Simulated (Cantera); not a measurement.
What does this Cantera script print?

```python
import numpy as np
import cantera as ct

gas = ct.Solution("gri30.yaml")
gas.TPX = 1300, 510, {'H2': 0.096, 'O2': 1, 'N2': 2.6}
reactor = ct.IdealGasConstPressureReactor(gas, energy="off", clone=False)
net = ct.ReactorNet([reactor])
net.rtol, net.atol = 1e-08, 1e-18
show = ['H2', 'O2', 'NO2', 'HO2', 'H', 'H2O2', 'O']
times = np.geomspace(6e-05, 2, 12)

steps = ct.SolutionArray(gas, extra=["t"])
rows = []
print(f"{'t/s':>10s}{'T/K':>9s}{'P/Pa':>11s}" + "".join(f"{s:>11s}" for s in show))
for t in times:
    while net.time < t:
        t_next = net.step()
        steps.append(gas.state, t=t_next)
    rows.append([np.interp(t, steps.t, y) for y in (steps.T, steps.P, *steps(*show).X.T)])
    print(f"{t:10.3e}{rows[-1][0]:9.1f}{rows[-1][1]:11.4g}" + "".join(f"{x:11.3e}" for x in rows[-1][2:]))
rate = np.gradient(steps.T, steps.t)
print("integrator steps:", len(steps.t))
if steps.T.max() > steps.T[0] + 200:
    print(f"time of steepest temperature rise: {steps.t[rate.argmax()]:.4e} s")
gas.TPX = 1300, 510, {'H2': 0.096, 'O2': 1, 'N2': 2.6}
gas.equilibrate("TP")
print(f"equilibrium (TP): T = {gas.T:.1f} K  " + "  ".join(f"{s} {gas[s].X[0]:.3e}" for s in show))
```

Result:

```
       t/s      T/K       P/Pa         H2         O2        NO2        HO2          H       H2O2          O
 6.000e-05   1300.0        510  2.597e-02  2.706e-01  7.069e-30  8.479e-10  7.665e-10  4.611e-14  8.771e-11
 1.546e-04   1300.0        510  2.597e-02  2.706e-01  4.579e-28  2.185e-09  1.763e-09  3.046e-13  5.160e-10
 3.986e-04   1300.0        510  2.597e-02  2.706e-01  3.583e-26  5.631e-09  4.096e-09  2.003e-12  2.797e-09
 1.027e-03   1300.0        510  2.597e-02  2.706e-01  3.179e-24  1.451e-08  1.416e-08  1.300e-11  1.683e-08
 2.647e-03   1300.0        510  2.597e-02  2.706e-01  4.554e-22  3.748e-08  1.864e-07  8.134e-11  2.669e-07
 6.823e-03   1300.0        510  2.561e-02  2.703e-01  1.799e-18  1.747e-07  1.050e-04  5.774e-10  1.523e-04
 1.759e-02   1300.0        510  7.599e-04  2.509e-01  1.033e-13  3.145e-07  5.379e-03  1.207e-08  1.577e-02
 4.533e-02   1300.0        510  6.696e-04  2.509e-01  5.307e-13  3.089e-07  5.054e-03  1.123e-08  1.567e-02
 1.168e-01   1300.0        510  6.338e-04  2.515e-01  1.566e-12  3.059e-07  4.594e-03  1.130e-08  1.466e-02
 3.011e-01   1300.0        510  5.501e-04  2.529e-01  3.916e-12  2.974e-07  3.612e-03  1.137e-08  1.241e-02
 7.760e-01   1300.0        510  3.856e-04  2.554e-01  8.732e-12  2.727e-07  2.023e-03  1.113e-08  8.344e-03
 2.000e+00   1300.0        510  1.747e-04  2.584e-01  1.901e-11  2.098e-07  5.890e-04  9.421e-09  3.632e-03
integrator steps: 754
equilibrium (TP): T = 1300.0 K  H2 6.302e-08  O2 2.607e-01  NO2 3.628e-07  HO2 6.038e-09  H 3.915e-09  H2O2 5.261e-11  O 1.273e-06
```

Model: GRI-Mech 3.0 (53 species, 325 reactions), integrated in Cantera. Radical loss at walls, strong at low pressure, is not modelled.
